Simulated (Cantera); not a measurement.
Cantera run:

```python
import numpy as np
import cantera as ct

gas_names = [...]  # 123 gases of nasa_gas.yaml made of C, H, O, Si
cond_names = """
    C(gr) C6H6(L) C7H8(L) C8H18(L),n-octa H2O(s) H2O(L) Si(cr) Si(L) SiC(b) SiO2(Lqz) SiO2(hqz) SiO2(L)
""".split()


# ... load() reads the species with a 1 bar reference pressure and builds the phases ...
atoms = {
    'TEOS': {'Si': 1, 'C': 8, 'H': 20, 'O': 4},
    'CO2': {'C': 1, 'O': 2},
}
top_T = {'C(gr)': 4500, 'SiC(b)': 3050}  # K; cautious upper limits of use, not melting points


# ... equilibrate(T, P, feed) seeds the gas with the atoms and calls Mixture.equilibrate('TP', solver="vcs", rtol=1e-11, max_steps=5000) ...
results = []
feed = {'TEOS': 1, 'CO2': 2.8}  # mol
P = 2000  # Pa
for T in [1048, 1123, 1198, 1273, 1348, 1423, 1498, 1573, 1648, 1723, 1798, 1873, 1948]:
    mix = equilibrate(T, P, feed)
    results.append((T, P, feed, dict(zip(mix.species_names, mix.species_moles))))

top = {s: max(r[3][s] / sum(r[3][g] for g in gas_names) for r in results) for s in gas_names}
cols = sorted((s for s in top if top[s] > 1e-06), key=lambda s: -top[s])[:6]
seen = [c for c in cond_names if any(r[3].get(c, 0) > 1e-12 for r in results)]
print("log10 of partial pressures in bar; condensed amounts in mol")
print(f"{'T/K':>10s}" + "".join(f"{s[:9]:>10s}" for s in cols + seen))
for T, P, feed, n in results:
    ng = sum(n[g] for g in gas_names)
    print(f"{T:10.4g}" + "".join(f"{np.log10(max(n[s] / ng * P / 1e5, 1e-99)):10.3f}" for s in cols)
          + "".join(f"{n.get(c, 0):10.4g}" for c in seen))
```

Result:

```
log10 of partial pressures in bar; condensed amounts in mol
       T/K        H2        CO         H       SiO       H2O       CO2     C(gr)    SiC(b) SiO2(hqz)
      1048    -1.945    -2.065    -9.084   -14.182    -4.738    -4.785     3.224         0         1
      1123    -1.945    -2.064    -8.343   -11.899    -5.189    -5.347     3.206         0         1
      1198    -1.945    -2.064    -7.693    -9.907    -5.584    -5.839     3.202         0         1
      1273    -1.945    -2.064    -7.119    -8.154    -5.933    -6.271       3.2         0         1
      1348    -1.945    -2.064    -6.608    -6.599    -6.242    -6.653       3.2         0    0.9998
      1423    -1.945    -2.064    -6.150    -5.213    -6.519    -6.993     3.194         0    0.9946
      1498    -1.991    -2.010    -5.761    -4.721    -6.760    -7.190     0.237    0.9814         0
      1573    -1.991    -2.010    -5.387    -4.591    -6.985    -7.465    0.2498    0.9749         0
      1648    -1.992    -2.011    -5.046    -4.474    -7.188    -7.713    0.2649    0.9671         0
      1723    -1.992    -2.011    -4.735    -4.367    -7.374    -7.939    0.2824    0.9579         0
      1798    -1.992    -2.012    -4.450    -4.270    -7.545    -8.145    0.3021    0.9472         0
      1873    -1.993    -2.013    -4.187    -4.180    -7.702    -8.334    0.3237    0.9348         0
      1948    -1.995    -2.014    -3.945    -4.098    -7.848    -8.509    0.3471    0.9204         0
```

These are equilibrium values from Cantera (NASA tables, ideal gas, pure condensed phases), not measurements of a reactor. The feed counts by its element totals alone. The tables hold silica as quartz up to 1696 K and as liquid above; real silica turns to tridymite and cristobalite and melts near 1996 K.
